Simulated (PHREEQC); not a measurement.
1 kg of water holding 15 mmol/kgw NaCl meets 20 L of dry gas (CO2 0.47, H2S 0.53 by moles) at fixed total pressure, at 1 atm; fugacities by Peng-Robinson. The gases take part in no redox reaction, some water evaporates into the gas, and hydrates or a liquid gas phase aren't modelled. No solid was allowed to form.

The numbers come from PHREEQC with the ion-association model, phreeqc.dat.

```
T (°C)  dissolved CO2 (all carbonate carbon) (mol/kgw)  φ of CO2  p of CO2 (atm)  dissolved H2S (mol/kgw)  φ of H2S  p of H2S (atm)
------  ----------------------------------------------  --------  --------------  -----------------------  --------  --------------
10                                              0.0260     0.994           0.487                   0.0672     0.991           0.501
20                                          (withheld)     0.994           0.476                   0.0501     0.992           0.500
30                                              0.0138     0.995           0.464                   0.0387     0.992           0.494
40                                          (withheld)     0.995           0.447                   0.0308     0.993           0.480
50                                             0.00819     0.996           0.421                   0.0249     0.994           0.456
60                                          (withheld)     0.996           0.384                   0.0201     0.994           0.419
70                                             0.00471     0.997           0.330                   0.0158     0.995           0.362
80                                             0.00320     0.998           0.253                   0.0113     0.996           0.279
```

### Question
Some entries are withheld; supply them.

### Answer

- 20, dissolved CO2 (all carbonate carbon) (mol/kgw): 0.0186
- 40, dissolved CO2 (all carbonate carbon) (mol/kgw): 0.0106
- 60, dissolved CO2 (all carbonate carbon) (mol/kgw): 0.00632

Constants without temperature data keep their 25 °C values here.
